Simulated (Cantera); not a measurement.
A Cantera script and what it prints.

```python
import numpy as np
import cantera as ct

gas_names = [...]  # 56 gases of nasa_gas.yaml made of C, N, O, Si
cond_names = """
    C(gr) Si(cr) Si(L) SiC(b) SiO2(Lqz) SiO2(hqz) SiO2(L) Si2N2O(s) Si3N4(a)
""".split()


# ... load() reads the species with a 1 bar reference pressure and builds the phases ...
atoms = {
    'SiO2': {'Si': 1, 'O': 2},
    'C': {'C': 1},
    'N2': {'N': 2},
}
top_T = {'C(gr)': 4500, 'SiC(b)': 3050, 'Si2N2O(s)': 2100, 'Si3N4(a)': 2400}  # K; cautious upper limits of use, not melting points


# ... equilibrate(T, P, feed) seeds the gas with the atoms and calls Mixture.equilibrate('TP', solver="vcs", rtol=1e-11, max_steps=5000) ...
results = []
feed = {'SiO2': 1, 'C': 0.0062, 'N2': 2.7}  # mol
P = 4600  # Pa
for T in [2000, 2250, 2500, 2750, 3000, 3250, 3500, 3750, 4000, 4250, 4500, 4750, 5000]:
    mix = equilibrate(T, P, feed)
    results.append((T, P, feed, dict(zip(mix.species_names, mix.species_moles))))

top = {s: max(r[3][s] / sum(r[3][g] for g in gas_names) for r in results) for s in gas_names}
cols = sorted((s for s in top if top[s] > 0.001), key=lambda s: -top[s])[:6]
seen = [c for c in cond_names if any(r[3].get(c, 0) > 1e-12 for r in results)]
print("log10 of partial pressures in bar; condensed amounts in mol")
print(f"{'T/K':>10s}" + "".join(f"{s[:9]:>10s}" for s in cols + seen))
for T, P, feed, n in results:
    ng = sum(n[g] for g in gas_names)
    print(f"{T:10.4g}" + "".join(f"{np.log10(max(n[s] / ng * P / 1e5, 1e-99)):10.3f}" for s in cols)
          + "".join(f"{n.get(c, 0):10.4g}" for c in seen))
```

It prints:

```
log10 of partial pressures in bar; condensed amounts in mol
       T/K        N2         O       SiO        Si         N        O2   SiO2(L)
      2000    -1.339    -6.930    -3.927   -11.234    -9.714    -7.511     0.993
      2250    -1.344    -4.495    -3.394   -10.779    -8.323    -4.124    0.9753
      2500    -1.420    -3.212    -2.319    -9.098    -7.244    -2.747    0.6447
      2750    -1.547    -2.585    -1.984    -7.843    -6.393    -2.465         0
      3000    -1.561    -2.289    -1.990    -6.853    -5.637    -2.685         0
      3250    -1.572    -2.129    -1.999    -5.927    -4.996    -3.053         0
      3500    -1.577    -2.062    -2.005    -5.059    -4.443    -3.511         0
      3750    -1.580    -2.036    -2.010    -4.273    -3.963    -3.970         0
      4000    -1.585    -2.020    -2.023    -3.587    -3.543    -4.385         0
      4250    -1.597    -1.993    -2.067    -3.024    -3.176    -4.726         0
      4500    -1.622    -1.946    -2.176    -2.616    -2.857    -4.985         0
      4750    -1.663    -1.895    -2.379    -2.366    -2.579    -5.197         0
      5000    -1.715    -1.862    -2.677    -2.241    -2.337    -5.414         0
```

These are equilibrium values from Cantera (NASA tables, ideal gas, pure condensed phases), not measurements of a reactor. The tables' values for SiO2, SiN are old estimates; treat these amounts as uncertain. The tables hold silica as quartz up to 1696 K and as liquid above; real silica turns to tridymite and cristobalite and melts near 1996 K.
